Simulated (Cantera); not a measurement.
A Cantera script and what it prints.

```python
import numpy as np
import cantera as ct

gas_names = """
    F FO FO2 F2 F2O H HF HOF HO2 H2 H2F2 H2O H2O2 H3F3 H4F4 H5F5 H6F6 H7F7 O OH O2 O3
""".split()
cond_names = """
    H2O(s) H2O(L)
""".split()


def load(file, names, dense=False):
    # The tables refer to 1 bar. Condensed volumes are neglected.
    table = {s.name: s for s in ct.Species.list_from_file(file)}
    out = []
    for n in names:
        d = dict(table[n].input_data)
        d["thermo"] = dict(d["thermo"], **{"reference-pressure": 1e5})
        if dense:
            d["equation-of-state"] = {"model": "constant-volume", "density": "1e6 g/cm^3"}
        out.append(ct.Species.from_dict(d))
    return out


gas = ct.Solution(thermo="ideal-gas", species=load("nasa_gas.yaml", gas_names))
cond = {s.name: ct.Solution(thermo="fixed-stoichiometry", species=[s], name=s.name)
        for s in load("nasa_condensed.yaml", cond_names, dense=True)}
atoms = {
    'HF': {'H': 1, 'F': 1},
    'H2': {'H': 2},
    'O2': {'O': 2},
}
top_T = {}  # K; cautious upper limits of use, not melting points


def equilibrate(T, P, feed):
    n = {}
    for name, mol in feed.items():
        for a, k in atoms[name].items():
            n[a] = n.get(a, 0.0) + k * mol
    gas.TPX = T, P, n
    mass = sum(n.values()) * gas.mean_molecular_weight
    gas.equilibrate("TP")
    valid = [c for c in cond.values() if c.min_temp <= T <= top_T.get(c.name, c.max_temp)]
    mix = ct.Mixture([(gas, mass / gas.mean_molecular_weight)] + [(c, 0.0) for c in valid])
    mix.T, mix.P = T, P
    mix.equilibrate("TP", solver="vcs", rtol=1e-11, max_steps=5000)
    return mix


results = []
feed = {'HF': 1, 'H2': 0.15, 'O2': 5.7}  # mol
T = 2500  # K
P = 80000  # Pa
mix = equilibrate(T, P, feed)
results.append((T, P, feed, dict(zip(mix.species_names, mix.species_moles))))
x = sorted(zip(gas.X, gas.species_names), reverse=True)
print(f"T = {T:g} K  P = {P:g} Pa  gas = {mix.phase_moles(0):.4g} mol")
print("   x: " + "  ".join(f"{s} {v:.3e}" for v, s in x if v > 0.0001))
print("   condensed (mol): " + ("  ".join(f"{mix.phase(i).name} {mix.phase_moles(i):.4g}"
      for i in range(1, mix.n_phases) if mix.phase_moles(i) > 1e-12) or "none"))
```

Output:

```
T = 2500 K  P = 80000 Pa  gas = 6.844 mol
   x: O2 8.123e-01  HF 1.454e-01  H2O 1.751e-02  O 1.460e-02  OH 8.975e-03  F 7.513e-04  H 3.195e-04  H2 1.292e-04
   condensed (mol): none
```

These are equilibrium values from Cantera (NASA tables, ideal gas, pure condensed phases), not measurements of a reactor.
